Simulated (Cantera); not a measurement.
# Formation from one mole of O2

Source: NASA polynomial tables (part measured, part estimated), evaluated in Cantera. Values are per mole of reaction as written; species without (g) are pure solids or liquids, kept so even where they would boil at 1 bar.

Zr + O2(g) → ZrO2(g)

```json
[
 {"T (K)": "1500", "ΔH° (kJ)": "-299.6", "ΔS° (J/K)": "14.2", "ΔG° (kJ)": "-320.8", "log10 K": "11.17", "condensed phases": "Zr(β)"},
 {"T (K)": "1650", "ΔH° (kJ)": "-301.0", "ΔS° (J/K)": "13.2", "ΔG° (kJ)": "-322.9", "log10 K": "10.22", "condensed phases": "Zr(β)"},
 {"T (K)": "1800", "ΔH° (kJ)": "-302.7", "ΔS° (J/K)": "12.3", "ΔG° (kJ)": "-324.8", "log10 K": "9.43", "condensed phases": "Zr(β)"},
 {"T (K)": "1950", "ΔH° (kJ)": "-304.7", "ΔS° (J/K)": "11.2", "ΔG° (kJ)": "-326.6", "log10 K": "8.75", "condensed phases": "Zr(β)"},
 {"T (K)": "2100", "ΔH° (kJ)": "-306.9", "ΔS° (J/K)": "10.1", "ΔG° (kJ)": "-328.2", "log10 K": "8.16", "condensed phases": "Zr(β)"},
 {"T (K)": "2250", "ΔH° (kJ)": "-331.0", "ΔS° (J/K)": "-1.2", "ΔG° (kJ)": "-328.3", "log10 K": "7.62", "condensed phases": "Zr(l)"},
 {"T (K)": "2400", "ΔH° (kJ)": "-334.4", "ΔS° (J/K)": "-2.6", "ΔG° (kJ)": "-328.1", "log10 K": "7.14", "condensed phases": "Zr(l)"},
 {"T (K)": "2550", "ΔH° (kJ)": "-337.8", "ΔS° (J/K)": "-4.0", "ΔG° (kJ)": "-327.5", "log10 K": "6.71", "condensed phases": "Zr(l)"},
 {"T (K)": "2700", "ΔH° (kJ)": "-341.3", "ΔS° (J/K)": "-5.4", "ΔG° (kJ)": "-326.8", "log10 K": "6.32", "condensed phases": "Zr(l)"},
 {"T (K)": "2850", "ΔH° (kJ)": "-344.8", "ΔS° (J/K)": "-6.6", "ΔG° (kJ)": "-325.9", "log10 K": "5.97", "condensed phases": "Zr(l)"}
]
```

V + O2(g) → VO2(g)

| T (K) | ΔH° (kJ) | ΔS° (J/K) | ΔG° (kJ) | log10 K | condensed phases |
|---|---|---|---|---|---|
| 1500 | -244.2 | 16.5 | -268.9 | 9.36 | V(s) |
| 1650 | -246.5 | 15.0 | -271.3 | 8.59 | V(s) |
| 1800 | -249.1 | 13.5 | -273.4 | 7.93 | V(s) |
| 1950 | -251.9 | 12.0 | -275.3 | 7.37 | V(s) |
| 2100 | -255.2 | 10.4 | -277.0 | 6.89 | V(s) |
| 2250 | -281.8 | -1.8 | -277.8 | 6.45 | V(l) |
| 2400 | -285.8 | -3.5 | -277.4 | 6.04 | V(l) |
| 2550 | -289.9 | -5.2 | -276.7 | 5.67 | V(l) |
| 2700 | -294.1 | -6.8 | -275.8 | 5.34 | V(l) |
| 2850 | -298.3 | -8.3 | -274.7 | 5.03 | V(l) |

1.2 Ti + O2(g) → 0.4 Ti3O5

```
T (K)  ΔH° (kJ)  ΔS° (J/K)  ΔG° (kJ)  log10 K  condensed phases
-----  --------  ---------  --------  -------  ----------------
1500     -969.4     -165.9    -720.6    25.09   Ti(β), Ti3O5(s)
1650     -966.8     -164.2    -695.8    22.03   Ti(β), Ti3O5(s)
1800     -964.2     -162.7    -671.3    19.48   Ti(β), Ti3O5(s)
1950     -979.2     -170.4    -647.0    17.33   Ti(l), Ti3O5(s)
2100     -909.0     -136.1    -623.1    15.50   Ti(l), Ti3O5(l)
2250     -907.1     -135.2    -602.8    13.99   Ti(l), Ti3O5(l)
2400     -905.2     -134.5    -582.6    12.68   Ti(l), Ti3O5(l)
2550     -903.4     -133.7    -562.4    11.52   Ti(l), Ti3O5(l)
2700     -901.7     -133.1    -542.4    10.49   Ti(l), Ti3O5(l)
2850     -900.0     -132.4    -522.5     9.58   Ti(l), Ti3O5(l)
```

1.333 Ti + O2(g) → 0.6667 Ti2O3

```tsv
T (K)	ΔH° (kJ)	ΔS° (J/K)	ΔG° (kJ)	log10 K	condensed phases
1500	-995.3	-168.9	-742.0	25.84	Ti(β), Ti2O3(s)
1650	-992.5	-167.1	-716.8	22.69	Ti(β), Ti2O3(s)
1800	-990.2	-165.8	-691.9	20.08	Ti(β), Ti2O3(s)
1950	-1007.9	-174.8	-667.0	17.87	Ti(l), Ti2O3(s)
2100	-1007.6	-174.7	-640.8	15.94	Ti(l), Ti2O3(s)
2250	-937.3	-141.5	-619.1	14.37	Ti(l), Ti2O3(l)
2400	-936.8	-141.2	-597.9	13.01	Ti(l), Ti2O3(l)
2550	-936.3	-141.0	-576.7	11.81	Ti(l), Ti2O3(l)
2700	-935.9	-140.9	-555.6	10.75	Ti(l), Ti2O3(l)
2850	-935.5	-140.7	-534.4	9.79	Ti(l), Ti2O3(l)
```
